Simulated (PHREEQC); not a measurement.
Solution (27 °C): 0.00095 mol/kgw CaBr2, 0.18 mol/kgw AlCl3 and 0.0063 mol/kgw Na2HAsO4. Closed to the air; pH follows from the charge balance.

The numbers come from PHREEQC with the ion-association model, wateq4f.dat.

```json
[
 {"quantity": "pH", "before": "3.94", "after": "4.06"},
 {"quantity": "Al+3 (mol/kgw)", "before": "0.174", "after": "0.00165"},
 {"quantity": "AlOH+2 (mol/kgw)", "before": "0.00627", "after": "0.000139"},
 {"quantity": "Al(OH)2+ (mol/kgw)", "before": "0.000137", "after": "1.08e-5"},
 {"quantity": "H3AsO4 (mol/kgw)", "before": "9.15e-5", "after": "9.93e-7"},
 {"quantity": "HAsO4-2 (mol/kgw)", "before": "7.22e-6", "after": "6.77e-8"},
 {"quantity": "SI of Al(OH)3(a) (Al(OH)3)", "before": "-0.81", "after": "-1.65"},
 {"quantity": "SI of Boehmite (AlOOH)", "before": "+1.42", "after": "+0.58"}
]
```

Task: Name the change that produced these shifts.
A. diluted 100-fold with water
B. temperature from 27 to 30 °C
C. CaBr2 left out
D. temperature from 27 to 5 °C
E. 0.011 mol/kgw NaCl added

Result: A, diluted 100-fold with water

This is a speciation only: nothing precipitates in the calculation. The ionic strength passes 0.7 mol/kgw, the rough limit of the ion-association models, in before. Some of these states are supersaturated (in AlAsO4:2H2O, Boehmite (slow to form), Gibbsite (slow to form), for instance). The constant of AlAsO4:2H2O wasn't checked at its source and may be off. The database has no arsenate complexes of Ca.
